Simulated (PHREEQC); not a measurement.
Solution (25 °C): 0.74 mol HCl, 0.00071 mol CuSO4 and 0.59 mol Na2SO4 per kg of water. Closed to the air; pH follows from the charge balance.

Equilibrium calculation in PHREEQC: ion-association model, phreeqc.dat.

Each row changes one thing in this solution. Precipitation was switched off in this run.

| case | pH | ionic strength (mol/kgw) | HSO4- (mol/kgw) | SO4-2 (mol/kgw) | Cu+2 (mol/kgw) | CuCl+ (mol/kgw) |
|---|---|---|---|---|---|---|
| as made | 0.59 | 1.55 | 0.388 | 0.110 | 0.000399 | 0.000150 |
| temperature from 25 to 20 °C | 0.58 | 1.56 | 0.379 | 0.116 | 0.000417 | 0.000124 |
| Na2SO4 replaced by H2SO4 at the same molality | 0.00 | 1.41 | ___ | 0.0371 | 0.000455 | 0.000175 |
| temperature from 25 to 85 °C | ___ | 1.43 | 0.493 | 0.0490 | 0.000132 | 0.000483 |
| CuSO4 from 0.00071 to 0.000781 mol/kgw | 0.59 | 1.55 | 0.388 | 0.110 | 0.000439 | 0.000165 |
| temperature from 25 to 40 °C | 0.63 | 1.52 | ___ | 0.0925 | 0.000333 | 0.000244 |

Task: Some entries are withheld; supply them.

Result: 
- Na2SO4 replaced by H2SO4 at the same molality, HSO4- (mol/kgw): 0.554
- temperature from 25 to 85 °C, pH: 0.76
- temperature from 25 to 40 °C, HSO4- (mol/kgw): 0.415

The ionic strength passes 0.7 mol/kgw, the rough limit of the ion-association models, in every such run. Away from 25 °C the constants follow the database's enthalpies or fits; those with neither stay at their 25 °C values.
